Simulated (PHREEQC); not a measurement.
Solution (25 °C): 0.0024 mol TMAH and 0.012 mol K2SiO3 per kg of water. Closed to the air; pH follows from the charge balance.

Computed with PHREEQC (ion-association model, phreeqc.dat).

This is a speciation only: nothing precipitates in the calculation.

### Question
Order these Si species by the share of Si that they hold, largest first: H3SiO4-, H2SiO4-2, H4SiO4.

### Answer
H3SiO4- (89 %), H2SiO4-2 (10 %), H4SiO4 (0.46 %)

The pH is 12.04 and the ionic strength 0.0277 mol/kgw. Complexes and solids missing from the database can't appear. (CH3)4N+ isn't in the database: it is added as a free cation with an ion size of 4 Å.
